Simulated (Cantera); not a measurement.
Input: 1 mol Si2Cl6, 9.5 mol N2, at 552 °C and 0.000210 bar.

Equilibrium computed with Cantera from the NASA thermochemical tables; the gas is ideal and each condensed phase is pure. Candidate condensed phases: Si, Si3N4; 13 gas species. The feed counts by its element totals alone. N2 is the only nitrogen source here; it is nearly inert below about 1500 K, so the nitride shown seldom forms there in practice. The tables' values for SiCl3 are old estimates; treat these amounts as uncertain. Equilibrium is a limit: real reactors are often held back by kinetics, nucleation or transport.

Question: What is the equilibrium state?

Answer: 
```json
{
  "x(N2)": "0.859",
  "x(SiCl4)": "0.141",
  "x(SiCl3)": "1.03e-5",
  "n(Si3N4(s))": "0.167 mol",
  "gas_amount": "10.67 mol",
  "log10 activity of Si(s) (absent)": "-7.46"
}
```
